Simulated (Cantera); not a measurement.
## Pyrogenic steam for wet oxidation

A perfectly stirred reactor is fed with H2 : O2 : N2 = 1.2 : 1 : 12 (molar parts), at 28000 Pa; it is held at 1200 K, and followed from long to short residence time.

Cantera simulation using GRI-Mech 3.0 (53 species, 325 reactions); the numbers are that mechanism's predictions, not measurements. The temperature is held fixed by assumption; the heat of reaction is taken as removed at once.

| τ (s) | x H2 | x O2 | x OH | x H | x H2O2 |
|---|---|---|---|---|---|
| 13 | 2.95e-5 | 0.0294 | 7.57e-5 | 1.70e-6 | 9.70e-8 |
| 5.3 | 5.38e-5 | 0.0294 | 0.000102 | 4.20e-6 | 1.48e-7 |
| 2.1 | 9.96e-5 | 0.0294 | 0.000139 | 1.06e-5 | 2.22e-7 |
| 0.87 | 0.000178 | 0.0294 | 0.000186 | 2.56e-5 | 3.16e-7 |
| 0.35 | 0.000322 | 0.0295 | 0.000254 | 6.35e-5 | 4.37e-7 |
| 0.14 | 0.000580 | 0.0295 | 0.000347 | 0.000157 | 5.74e-7 |
| 0.057 | 0.00102 | 0.0297 | 0.000472 | 0.000378 | 7.07e-7 |
| 0.023 | 0.00177 | 0.0300 | 0.000642 | 0.000901 | 8.15e-7 |
| 0.0092 | 0.00304 | 0.0306 | 0.000869 | 0.00209 | 8.75e-7 |
| 0.0037 | 0.00505 | 0.0317 | 0.00115 | 0.00455 | 8.78e-7 |
| 0.0015 | 0.00807 | 0.0335 | 0.00148 | 0.00893 | 8.40e-7 |
x: mole fraction; the columns are a selection and need not sum to one.
